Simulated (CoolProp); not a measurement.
Vapour-liquid equilibrium of dimethyl ether (1) + ethanol (2) at 0.491 MPa; x and y are mole fractions of (1).

Computed with CoolProp (multi-fluid Helmholtz-energy mixture model, Wu 2011 and Schroeder 2014; pair parameters Bell 2016).

```json
[
 {"x": "0.05", "bubble temperature (K)": "379.6", "y at the bubble point": "0.436", "dew temperature at overall composition x (K)": "396.1", "liquid density (mol/L)": "15.20"},
 {"x": "0.125", "bubble temperature (K)": "355.9", "y at the bubble point": "0.765", "dew temperature at overall composition x (K)": "393.3", "liquid density (mol/L)": "15.58"},
 {"x": "0.2", "bubble temperature (K)": "339.1", "y at the bubble point": "0.887", "dew temperature at overall composition x (K)": "390.4", "liquid density (mol/L)": "15.78"},
 {"x": "0.275", "bubble temperature (K)": "327.7", "y at the bubble point": "0.935", "dew temperature at overall composition x (K)": "387.3", "liquid density (mol/L)": "15.85"},
 {"x": "0.35", "bubble temperature (K)": "319.8", "y at the bubble point": "0.958", "dew temperature at overall composition x (K)": "383.9", "liquid density (mol/L)": "15.85"},
 {"x": "0.425", "bubble temperature (K)": "314.1", "y at the bubble point": "0.971", "dew temperature at overall composition x (K)": "380.2", "liquid density (mol/L)": "15.79"},
 {"x": "0.5", "bubble temperature (K)": "309.7", "y at the bubble point": "0.978", "dew temperature at overall composition x (K)": "376.1", "liquid density (mol/L)": "15.71"},
 {"x": "0.575", "bubble temperature (K)": "306.3", "y at the bubble point": "0.983", "dew temperature at overall composition x (K)": "371.5", "liquid density (mol/L)": "15.59"},
 {"x": "0.65", "bubble temperature (K)": "303.4", "y at the bubble point": "0.987", "dew temperature at overall composition x (K)": "366.2", "liquid density (mol/L)": "15.45"},
 {"x": "0.725", "bubble temperature (K)": "300.9", "y at the bubble point": "0.990", "dew temperature at overall composition x (K)": "359.9", "liquid density (mol/L)": "15.29"},
 {"x": "0.8", "bubble temperature (K)": "298.5", "y at the bubble point": "0.993", "dew temperature at overall composition x (K)": "352.0", "liquid density (mol/L)": "15.11"},
 {"x": "0.875", "bubble temperature (K)": "296.1", "y at the bubble point": "0.996", "dew temperature at overall composition x (K)": "341.2", "liquid density (mol/L)": "14.92"},
 {"x": "0.95", "bubble temperature (K)": "293.7", "y at the bubble point": "0.998", "dew temperature at overall composition x (K)": "323.0", "liquid density (mol/L)": "14.72"}
]
```

No azeotrope shows between x = 0.05 and 0.95.

The pair parameters rest on a limited set of measurements; away from them the model extrapolates.
